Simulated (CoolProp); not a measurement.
Saturation properties of cyclohexane (Tc = 553.6 K, pc = 4.081 MPa, ω = 0.209).

Computed with CoolProp (reference Helmholtz-energy equation of state, Zhou 2014).

```
T (K)     p (MPa)  liquid density (kg/m³)  vapour density (kg/m³)  enthalpy of vaporisation (kJ/kg)
-----  ----------  ----------------------  ----------------------  --------------------------------
362.2      0.1293              (withheld)                   3.782                        (withheld)
373        0.1740                   699.7                   4.998                             342.9
383.8      0.2298                   688.2                   6.495                        (withheld)
394.7      0.2989                   676.4                   8.337                             326.7
405.5      0.3819                   664.3                   10.54                             318.1
416.4      0.4820              (withheld)                   13.20                             308.9
427.2      0.5993                   638.9                   16.34                             299.4
438.1      0.7379                   625.4                   20.10                             289.2
448.9  (withheld)                   611.4                   24.51                             278.4
459.8       1.082                   596.5                   29.77                             266.7
470.6       1.292                   580.9                   35.95                             254.1
481.5       1.533                   563.9                   43.39                        (withheld)
492.3       1.802                   545.6                   52.26                        (withheld)
503.1       2.105                   525.3                   63.07                        (withheld)
514         2.447                   502.1                   76.68                             188.8
```

Task: What belongs in the gaps?

Result: 
- 362.2, liquid density (kg/m³): 710.9
- 362.2, enthalpy of vaporisation (kJ/kg): 350.6
- 383.8, enthalpy of vaporisation (kJ/kg): 335.0
- 416.4, liquid density (kg/m³): 651.8
- 448.9, p (MPa): 0.8973
- 481.5, enthalpy of vaporisation (kJ/kg): 240.3
- 492.3, enthalpy of vaporisation (kJ/kg): 225.2
- 503.1, enthalpy of vaporisation (kJ/kg): 208.3

It boils at 353.9 K under 1 atm.
